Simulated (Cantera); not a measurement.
Input: 1 mol SiC, 2.2 mol O2, 500 mol N2, equilibrated at 0.000230 bar.

Cantera equilibrium calculation (NASA polynomials, part measured and part estimated; ideal gas, pure solids and liquids). Candidate condensed phases: C, Si, SiC, SiO2, Si2N2O, Si3N4; 34 gas species. The tables hold silica as quartz up to 1696 K and as liquid above; real silica turns to tridymite and cristobalite and melts near 1996 K. The numbers say what is thermodynamically allowed, not how fast it happens.

Q: Which condensed phases are stable at each of these points (T (°C)): 950, 1000, 1050, 1100, 1150, 1200, 1250, 1300, 1350, 1400, 1450, 1500?

A: 
```
T (°C)  condensed phases  Si condensed (%)
------  ----------------  ----------------
950       SiO2(β-quartz)             100.0
1000      SiO2(β-quartz)             100.0
1050      SiO2(β-quartz)             100.0
1100      SiO2(β-quartz)             100.0
1150      SiO2(β-quartz)             100.0
1200      SiO2(β-quartz)             100.0
1250      SiO2(β-quartz)             100.0
1300      SiO2(β-quartz)             100.0
1350      SiO2(β-quartz)              99.7
1400      SiO2(β-quartz)              98.4
1450     SiO2(condensed)              92.6
1500     SiO2(condensed)              71.0
```

From 950 °C to 1400 °C the condensed part is SiO2(β-quartz). From 1450 °C to 1500 °C the condensed part is SiO2(condensed).
